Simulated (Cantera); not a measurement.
A Cantera script and what it prints.

```python
import numpy as np
import cantera as ct

gas_names = """
    Br Br2 H HBr H2 Si SiBr SiBr2 SiBr3 SiBr4 SiH SiHBr3 SiH2 SiH2Br2 SiH3 SiH3Br SiH4 Si2 Si3
""".split()
cond_names = """
    Br2(cr) Br2(L) Si(cr) Si(L)
""".split()


# ... load() reads the species with a 1 bar reference pressure and builds the phases ...
atoms = {
    'Si': {'Si': 1},
    'Br2': {'Br': 2},
    'H2': {'H': 2},
}
top_T = {}  # K; cautious upper limits of use, not melting points


# ... equilibrate(T, P, feed) seeds the gas with the atoms and calls Mixture.equilibrate('TP', solver="vcs", rtol=1e-11, max_steps=5000) ...
results = []
feed = {'Si': 1, 'Br2': 0.96, 'H2': 12}  # mol
T = 750  # K
P = 110  # Pa
mix = equilibrate(T, P, feed)
results.append((T, P, feed, dict(zip(mix.species_names, mix.species_moles))))
x = sorted(zip(gas.X, gas.species_names), reverse=True)
print(f"T = {T:g} K  P = {P:g} Pa  gas = {mix.phase_moles(0):.4g} mol")
print("   x: " + "  ".join(f"{s} {v:.3e}" for v, s in x if v > 0.001))
print("   condensed (mol): " + ("  ".join(f"{mix.phase(i).name} {mix.phase_moles(i):.4g}"
      for i in range(1, mix.n_phases) if mix.phase_moles(i) > 1e-12) or "none"))
```

Output:

```
T = 750 K  P = 110 Pa  gas = 12.5 mol
   x: H2 9.560e-01  SiBr4 3.572e-02  HBr 7.018e-03  SiHBr3 1.191e-03
   condensed (mol): Si(cr) 0.5379
```

Method: chemical equilibrium by Gibbs-energy minimisation in Cantera with the NASA 1993 tables (ideal gas, pure condensed phases). The tables' values for SiBr3 are old estimates; treat these amounts as uncertain.
